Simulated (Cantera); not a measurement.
# SiO2 + C + N2 (carbothermic reduction)

A closed system holds: 1 mol SiO2, 5.5 mol C, 0.81 mol N2, held at 1325 °C.

Method: chemical equilibrium by Gibbs-energy minimisation in Cantera with the NASA 1993 tables (ideal gas, pure condensed phases). Candidate condensed phases: C, Si, SiC, SiO2, Si2N2O, Si3N4; 34 gas species. Mutual solubility and eutectic melting of coexisting phases are not modelled. The tables hold silica as quartz up to 1696 K and as liquid above; real silica turns to tridymite and cristobalite and melts near 1996 K. Equilibrium is a limit: real reactors are often held back by kinetics, nucleation or transport.

From 0.000100 bar to 0.0140 bar the condensed part is C(graphite) + SiC(s). From 0.0720 bar to 0.370 bar the condensed part is C(graphite) + Si2N2O(s). From 1.90 bar to 10.0 bar the condensed part is C(graphite) + SiO2(β-quartz) + Si2N2O(s). The main Si-bearing gas is SiO throughout.

| P (Pa) | x CO | x N2 | x SiO | x CO2 | x Si | x SiN | n C(graphite) | n SiC(s) | n Si2N2O(s) | n SiO2(β-quartz) |
|---|---|---|---|---|---|---|---|---|---|---|
| 10 | 0.710 | 0.288 | 0.00204 | 1.49e-8 | 9.80e-6 | 4.56e-8 | 2.51 | 0.994 | 0 | 0 |
| 52 | 0.710 | 0.288 | 0.00204 | 7.73e-8 | 1.88e-6 | 2.00e-8 | 2.51 | 0.994 | 0 | 0 |
| 270 | 0.710 | 0.288 | 0.00204 | 4.01e-7 | 3.63e-7 | 8.78e-9 | 2.51 | 0.994 | 0 | 0 |
| 1400 | 0.710 | 0.288 | 0.00204 | 2.08e-6 | 7.00e-8 | 3.86e-9 | 2.51 | 0.994 | 0 | 0 |
| 7200 | 0.828 | 0.172 | 0.000776 | 1.46e-5 | 4.43e-9 | 4.27e-10 | 4.00 | 0 | 0.499 | 0 |
| 37000 | 0.828 | 0.171 | 0.000151 | 7.49e-5 | 1.68e-10 | 3.66e-11 | 4.00 | 0 | 0.500 | 0 |
| 190000 | 0.535 | 0.465 | 1.43e-5 | 0.000160 | 4.80e-12 | 3.92e-12 | 4.83 | 0 | 0.224 | 0.551 |
| 1000000 | 0.211 | 0.789 | 1.31e-6 | 0.000131 | <1e-12 | <1e-12 | 5.30 | 0 | 0.0663 | 0.867 |
x: gas mole fraction; n: condensed amount in mol.
